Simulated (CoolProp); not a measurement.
Saturated liquid density (kg/m³) of R1233zd(E): the reference equation beside estimates from Tc = 438.9 K, pc = 3.583 MPa, ω = 0.304. Rackett uses Z = 0.29056 − 0.08775 ω.

Computed with CoolProp (reference Helmholtz-energy equation of state, Akasaka 2022).

```json
[
 {"T (K)": "244.7", "reference": "1384", "Rackett": "1395", "van der Waals": "812.0", "Redlich-Kwong": "1200", "Soave-Redlich-Kwong": "1240", "Peng-Robinson": "1397"},
 {"T (K)": "259.5", "reference": "1352", "Rackett": "1362", "van der Waals": "794.5", "Redlich-Kwong": "1171", "Soave-Redlich-Kwong": "1214", "Peng-Robinson": "1369"},
 {"T (K)": "274.3", "reference": "1319", "Rackett": "1329", "van der Waals": "776.1", "Redlich-Kwong": "1139", "Soave-Redlich-Kwong": "1185", "Peng-Robinson": "1338"},
 {"T (K)": "289.1", "reference": "1285", "Rackett": "1294", "van der Waals": "756.7", "Redlich-Kwong": "1105", "Soave-Redlich-Kwong": "1154", "Peng-Robinson": "1305"},
 {"T (K)": "303.9", "reference": "1249", "Rackett": "1257", "van der Waals": "736.1", "Redlich-Kwong": "1069", "Soave-Redlich-Kwong": "1121", "Peng-Robinson": "1268"},
 {"T (K)": "318.7", "reference": "1212", "Rackett": "1219", "van der Waals": "714.2", "Redlich-Kwong": "1030", "Soave-Redlich-Kwong": "1084", "Peng-Robinson": "1228"},
 {"T (K)": "333.5", "reference": "1172", "Rackett": "1178", "van der Waals": "690.8", "Redlich-Kwong": "987.8", "Soave-Redlich-Kwong": "1043", "Peng-Robinson": "1182"},
 {"T (K)": "348.3", "reference": "1130", "Rackett": "1135", "van der Waals": "665.4", "Redlich-Kwong": "942.2", "Soave-Redlich-Kwong": "997.5", "Peng-Robinson": "1132"},
 {"T (K)": "363.1", "reference": "1084", "Rackett": "1088", "van der Waals": "637.7", "Redlich-Kwong": "892.3", "Soave-Redlich-Kwong": "946.9", "Peng-Robinson": "1075"},
 {"T (K)": "377.9", "reference": "1033", "Rackett": "1036", "van der Waals": "607.0", "Redlich-Kwong": "836.9", "Soave-Redlich-Kwong": "889.4", "Peng-Robinson": "1009"},
 {"T (K)": "392.7", "reference": "974.6", "Rackett": "977.9", "van der Waals": "572.1", "Redlich-Kwong": "774.4", "Soave-Redlich-Kwong": "822.9", "Peng-Robinson": "932.7"}
]
```

Absolute difference from the reference over all 11 rows, mean and median: Rackett 0.6 and 0.6 %, van der Waals 41.2 and 41.2 %, Redlich-Kwong 15.8 and 15.0 %, Soave-Redlich-Kwong 11.5 and 10.6 %, Peng-Robinson 1.5 and 1.3 %.
